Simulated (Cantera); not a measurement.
A freely propagating, adiabatic, planar premixed flame of H2 : O2 : N2 : H2O = 1 : 0.25 : 0.675 : 0.058 (molar parts), equivalence ratio 2.0, unburnt at 625 K and 0.444 atm; mixture-averaged transport, grid criteria slope 0.08 and curve 0.16, no radiation.

Cantera simulation using the H2/O2 subset of GRI-Mech 3.0, which has no nitrogen chemistry; the numbers are that mechanism's predictions, not measurements. Burning velocities carry a grid error of a few per cent, more on coarse grids.

x: mole fraction of selected species; z is measured from the peak of heat release.

| z (mm) | T (K) | u (m/s) | x H2 | x O2 | x HO2 | x OH | x O | x H2O2 |
|---|---|---|---|---|---|---|---|---|
| -3.62 | 625 | 10.4 | 0.504 | 0.126 | <1e-8 | <1e-8 | <1e-8 | <1e-8 |
| -2.41 | 625 | 10.4 | 0.504 | 0.126 | <1e-8 | <1e-8 | <1e-8 | <1e-8 |
| -1.81 | 625 | 10.4 | 0.504 | 0.126 | <1e-8 | <1e-8 | <1e-8 | <1e-8 |
| -1.21 | 625 | 10.4 | 0.504 | 0.126 | 7.74e-7 | <1e-8 | <1e-8 | <1e-8 |
| -0.603 | 639 | 10.6 | 0.502 | 0.126 | 0.000147 | 5.08e-5 | 1.13e-5 | 1.19e-6 |
| -0.301 | 813 | 13.3 | 0.472 | 0.121 | 9.96e-5 | 0.000503 | 0.000364 | 2.63e-6 |
| 0 | 1226 | 19.5 | 0.335 | 0.0722 | 3.81e-5 | 0.00305 | 0.00495 | 1.14e-6 |
| 0.301 | 1495 | 23.5 | 0.227 | … | … | … | 0.00470 | … |
| 0.603 | 1603 | 25.1 | 0.216 | 0.00300 | 1.46e-6 | 0.00665 | 0.00340 | 5.46e-7 |
| 1.21 | 1721 | 26.7 | 0.224 | 0.00173 | 7.86e-7 | 0.00768 | 0.00299 | 3.74e-7 |
| 2.41 | 1853 | 28.4 | 0.235 | 0.00135 | 5.78e-7 | 0.00838 | 0.00247 | 2.21e-7 |
| 4.82 | 1990 | 30.2 | 0.246 | … | … | 0.00845 | … | … |
| 9.64 | 2123 | 31.9 | 0.257 | 0.000571 | 2.58e-7 | 0.00772 | 0.00113 | 6.37e-8 |

Q: Complete the blanks.

A: 
- 0.301, x O2: 0.0126
- 0.301, x HO2: 6.42e-6
- 0.301, x OH: 0.00575
- 0.301, x H2O2: 7.54e-7
- 4.82, x O2: 0.000943
- 4.82, x HO2: 3.99e-7
- 4.82, x O: 0.00180
- 4.82, x H2O2: 1.20e-7
